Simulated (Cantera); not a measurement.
Charge: 1 mol Pb, 0.74 mol O2, 57 mol N2, equilibrated at 0.000960 bar.

Cantera equilibrium calculation (NASA polynomials, part measured and part estimated; ideal gas, pure solids and liquids). Candidate condensed phases: Pb, PbO, PbO2, Pb3O4; 12 gas species. The numbers say what is thermodynamically allowed, not how fast it happens.

Which condensed phases are stable at each of these points (T (K)): 900, 975, 1050, 1125, 1200, 1275, 1350?


| T (K) | condensed phases | Pb condensed (%) |
|---|---|---|
| 900 | PbO(yellow) | 100.0 |
| 975 | PbO(yellow) | 99.2 |
| 1050 | PbO(yellow) | 90.9 |
| 1125 | PbO(yellow) | 21.2 |
| 1200 | gas only | 0.0 |
| 1275 | gas only | 0.0 |
| 1350 | gas only | 0.0 |

From 900 K to 1125 K the condensed part is PbO(yellow). From 1200 K to 1350 K nothing is condensed.
